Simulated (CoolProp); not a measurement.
Vapour pressure (bar) of ammonia: the reference equation beside estimates from Tc = 132.4 °C, pc = 113.6 bar, ω = 0.256. Clausius-Clapeyron is anchored at 18.05 °C with a constant enthalpy of vaporisation of 20.34 kJ/mol.

Values from CoolProp's reference Helmholtz-energy equation of state, Gao 2020.

```tsv
T (°C)	reference	Lee-Kesler	Clausius-Clapeyron	van der Waals	Soave-Redlich-Kwong	Peng-Robinson
-70.65	0.1039	0.09149	0.2032	3.128	0.09399	0.1015
-52.95	0.3415	0.3141	0.5365	5.407	0.3200	0.3358
-35.15	0.9233	0.8785	1.231	8.675	0.8879	0.9124
-17.45	2.125	2.074	2.508	13.06	2.082	2.108
0.25	4.333	4.302	4.658	18.74	4.303	4.309
18.05	8.049	8.078	8.049	25.90	8.074	8.025
35.75	13.79	13.91	13.02	34.57	13.93	13.79
53.45	22.21	22.42	20.00	44.91	22.54	22.25
71.25	34.09	34.34	29.46	57.09	34.68	34.22
88.95	50.07	50.29	41.68	71.05	50.94	50.36
```

Absolute difference from the reference over all 10 rows, mean and median: Lee-Kesler 3.1 and 0.9 %, Clausius-Clapeyron 25.7 and 15.2 %, van der Waals 666.5 and 277.1 %, Soave-Redlich-Kwong 2.9 and 1.7 %, Peng-Robinson 0.8 and 0.6 %.
